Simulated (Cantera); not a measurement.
An adiabatic, constant-pressure homogeneous reactor starts with 22.1 % CO, 2.01 % H₂, 2.44 % CH₄, 15.4 % O₂, 58.0 % N₂, at 1300 K and 1.01 bar.

Model: GRI-Mech 3.0 (53 species, 325 reactions), integrated in Cantera.

One state of this run: T (K) = 2707; x CO = 0.100; x H₂ = 0.00551; x CH₄ = <1e-12; x CH₂CO = <1e-12; x C₂H₆ = <1e-12. x: mole fraction; the columns are a selection and need not sum to one.

Q: Which value of t (s) does it belong to?
A. 0.000309
B. 0.00962
C. 3.15e-6
D. 9.90e-6

A: B, 0.00962
